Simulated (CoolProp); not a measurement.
The fluid at 298.15 K and 2.69 MPa flows at 1 m/s in a round tube of 20 mm bore and 15 µm roughness, fully developed (64/Re and Nu = 3.66 if laminar; Colebrook and Gnielinski if turbulent). The same conditions are run with several fluids, on thermodynamics alone (safety and materials aside).

Computed with CoolProp (reference Helmholtz-energy equation of state of each fluid (R410A: Lemmon 2003; R22: Kamei 1995; n-nonane: Lemmon 2006; R134a: Tillner-Roth 1994; benzene: Thol 2012)). Blends and air are pseudo-pure fits.

```csv
fluid,Reynolds number,Darcy friction factor,pressure drop (Pa/m),heat-transfer coefficient (W/(m² K)),mass flow (kg/h)
R410A,175000,0.0202,___,3050,1210
R22,183000,0.0201,604,2780,1360
n-nonane,21300,0.0271,485,1260,810
R134a,121000,0.0209,636,2420,___
benzene,___,0.0256,561,1540,990
```

**Question.** Fill in the missing entries.

**Answer.** 
- R410A, pressure drop (Pa/m): 540
- R134a, mass flow (kg/h): 1380
- benzene, Reynolds number: 28400

Transport values come from each fluid's own correlations; those of R22, R134a are estimates that may be off by 10 % or more.
